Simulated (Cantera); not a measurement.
# Ta2O5 + C + CO (carbothermic reduction)

Feed: 1 mol Ta2O5, 7.3 mol C, 0.031 mol CO, at 83000 Pa.

Method: chemical equilibrium by Gibbs-energy minimisation in Cantera with the NASA 1993 tables (ideal gas, pure condensed phases). Candidate condensed phases: C, Ta, TaC, Ta2O5; 15 gas species. TaC: taken at fixed stoichiometry. Condensed phases not in the tables: Ta2C. Kinetics and transport are ignored.

```
T (K)   x CO     x CO2      x C3       x C     x C2O      x C2      x C5  n C(graphite)  n Ta2O5(s)  n TaC(s)
-----  -----  --------  --------  --------  --------  --------  --------  -------------  ----------  --------
898    0.362     0.638    <1e-12    <1e-12    <1e-12    <1e-12    <1e-12           7.31        1.00         0
1048   0.863     0.137    <1e-12    <1e-12    <1e-12    <1e-12    <1e-12           7.30        1.00         0
1198   0.984    0.0156    <1e-12    <1e-12    <1e-12    <1e-12    <1e-12           7.30        1.00         0
1348   0.998   0.00246    <1e-12    <1e-12    <1e-12    <1e-12    <1e-12           7.30        1.00         0
1498   0.999  0.000560    <1e-12    <1e-12    <1e-12    <1e-12    <1e-12          0.303           0      2.00
1648   1.000  0.000169    <1e-12    <1e-12  1.09e-11    <1e-12    <1e-12          0.301           0      2.00
1798   1.000   6.27e-5    <1e-12    <1e-12  1.28e-10    <1e-12    <1e-12          0.300           0      2.00
1948   1.000   2.74e-5  8.95e-12  1.16e-11   1.03e-9    <1e-12    <1e-12          0.300           0      2.00
2098   1.000   1.36e-5  3.33e-10  2.74e-10   6.13e-9  2.86e-11    <1e-12          0.300           0      2.00
2248   1.000   7.47e-6   7.53e-9   4.24e-9   2.88e-8  6.63e-10  6.63e-12          0.300           0      2.00
2398   1.000   4.45e-6   1.14e-7   4.65e-8   1.11e-7   1.03e-8  2.14e-10          0.300           0      2.00
2548   1.000   2.84e-6   1.25e-6   3.83e-7   3.68e-7   1.16e-7   4.55e-9          0.300           0      2.00
```
x: gas mole fraction; n: condensed amount in mol.

From 898 K to 1348 K the condensed part is C(graphite) + Ta2O5(s). From 1498 K to 2548 K the condensed part is C(graphite) + TaC(s).
